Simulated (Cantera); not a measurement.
What does this Cantera script print?

```python
import numpy as np
import cantera as ct

gas_names = """
    C CH CH2 CH3 CH2OH CH3O CH4 CH3OH CO CO2 COOH C2 C2H CHCO,ketyl C2H2,acetylene C2H2,vinylidene
    CH2CO,ketene C2H3,vinyl CH3CO,acetyl C2H4 C2H4O,ethylen CH3CHO,ethanal CH3COOH (HCOOH)2 C2H5 C2H6
    CH3OCH3 C2H5OH C2O C3 C3H3,propargyl C3H4,allene C3H4,propyne C3H4,cyclo- C3H5,allyl C3H6,propylene
    C3H6,cyclo- C3H6O C3H7,n-propyl C3H7,i-propyl C3H8 C3H8O,1propanol C3H8O,2propanol C3O2 C4 C4H2
    C4H4,1,3-cyclo- C4H6,butadiene C4H6,2-butyne C4H6,cyclo- C4H8,1-butene C4H8,cis2-buten
    C4H8,tr2-butene C4H8,isobutene C4H8,cyclo- (CH3COOH)2 C4H9,n-butyl C4H9,i-butyl C4H9,s-butyl
    C4H9,t-butyl C4H10,isobutane C4H10,n-butane C5 C5H6,1,3cyclo- C5H8,cyclo- C5H10,1-pentene
    C5H10,cyclo- C5H11,pentyl C5H11,t-pentyl C5H12,n-pentane C5H12,i-pentane CH3C(CH3)2CH3 C6H2
    C6H5,phenyl C6H5O,phenoxy C6H6 C6H5OH,phenol C6H10,cyclo- C6H12,1-hexene C6H12,cyclo- C6H13,n-hexyl
    C7H7,benzyl C7H8 C7H8O,cresol C7H14,1-heptene C7H15,n-heptyl C7H16,n-heptane C8H8,styrene
    C8H10,ethylbenz C8H16,1-octene C8H17,n-octyl C8H18,isooctane C8H18,n-octane C9H19,n-nonyl
    C10H8,naphthale C10H21,n-decyl C12H9,o-bipheny C12H10,bipheny Ca CaO CaOH CaO2H2 Ca2 H HCO HO2 H2
    HCHO,formaldehy HCOOH H2O H2O2 O OH O2 O3
""".split()
cond_names = """
    C(gr) C6H6(L) C7H8(L) C8H18(L),n-octa Ca(a) Ca(b) Ca(L) CaCO3(caL) CaO(s) CaO(L) CaO2H2(s) H2O(s)
    H2O(L)
""".split()


def load(file, names, dense=False):
    # The tables refer to 1 bar. Condensed volumes are neglected.
    table = {s.name: s for s in ct.Species.list_from_file(file)}
    out = []
    for n in names:
        d = dict(table[n].input_data)
        d["thermo"] = dict(d["thermo"], **{"reference-pressure": 1e5})
        if dense:
            d["equation-of-state"] = {"model": "constant-volume", "density": "1e6 g/cm^3"}
        out.append(ct.Species.from_dict(d))
    return out


gas = ct.Solution(thermo="ideal-gas", species=load("nasa_gas.yaml", gas_names))
cond = {s.name: ct.Solution(thermo="fixed-stoichiometry", species=[s], name=s.name)
        for s in load("nasa_condensed.yaml", cond_names, dense=True)}
atoms = {
    'CaCO3': {'Ca': 1, 'C': 1, 'O': 3},
    'H2O': {'H': 2, 'O': 1},
}
top_T = {'C(gr)': 4500}  # K; cautious upper limits of use, not melting points


def equilibrate(T, P, feed):
    n = {}
    for name, mol in feed.items():
        for a, k in atoms[name].items():
            n[a] = n.get(a, 0.0) + k * mol
    gas.TPX = T, P, n
    mass = sum(n.values()) * gas.mean_molecular_weight
    gas.equilibrate("TP")
    valid = [c for c in cond.values() if c.min_temp <= T <= top_T.get(c.name, c.max_temp)]
    mix = ct.Mixture([(gas, mass / gas.mean_molecular_weight)] + [(c, 0.0) for c in valid])
    mix.T, mix.P = T, P
    mix.equilibrate("TP", solver="vcs", rtol=1e-11, max_steps=5000)
    return mix


results = []
feed = {'CaCO3': 1, 'H2O': 6.4}  # mol
P = 49  # Pa
for T in [723, 873, 1023, 1173, 1323, 1473, 1623, 1773, 1923, 2073]:
    mix = equilibrate(T, P, feed)
    results.append((T, P, feed, dict(zip(mix.species_names, mix.species_moles))))

top = {s: max(r[3][s] / sum(r[3][g] for g in gas_names) for r in results) for s in gas_names}
cols = sorted((s for s in top if top[s] > 1e-05), key=lambda s: -top[s])[:6]
seen = [c for c in cond_names if any(r[3].get(c, 0) > 1e-12 for r in results)]
print("log10 of partial pressures in bar; condensed amounts in mol")
print(f"{'T/K':>10s}" + "".join(f"{s[:9]:>10s}" for s in cols + seen))
for T, P, feed, n in results:
    ng = sum(n[g] for g in gas_names)
    print(f"{T:10.4g}" + "".join(f"{np.log10(max(n[s] / ng * P / 1e5, 1e-99)):10.3f}" for s in cols)
          + "".join(f"{n.get(c, 0):10.4g}" for c in seen))
```

Output:

```
log10 of partial pressures in bar; condensed amounts in mol
       T/K       H2O       CO2        H2        O2        CO        OH CaCO3(caL    CaO(s)
       723    -3.327    -4.714   -12.116   -12.416   -14.387   -14.285    0.7372    0.2628
       873    -3.373    -4.179   -10.114   -10.395   -11.346   -11.789         0         1
      1023    -3.373    -4.179    -8.673    -8.934    -9.596    -9.999         0         1
      1173    -3.373    -4.179    -7.599    -7.838    -8.301    -8.663         0         1
      1323    -3.373    -4.179    -6.769    -6.983    -7.307    -7.628         0         1
      1473    -3.374    -4.182    -6.108    -6.298    -6.522    -6.803         0         1
      1623    -3.378    -4.190    -5.570    -5.740    -5.890    -6.131         0         1
      1773    -3.389    -4.214    -5.128    -5.282    -5.383    -5.579         0    0.9999
      1923    -3.416    -4.273    -4.762    -4.911    -4.987    -5.125         0    0.9995
      2073    -3.476    -4.395    -4.471    -4.628    -4.704    -4.765         0    0.9974
```

Equilibrium computed with Cantera from the NASA thermochemical tables; the gas is ideal and each condensed phase is pure.
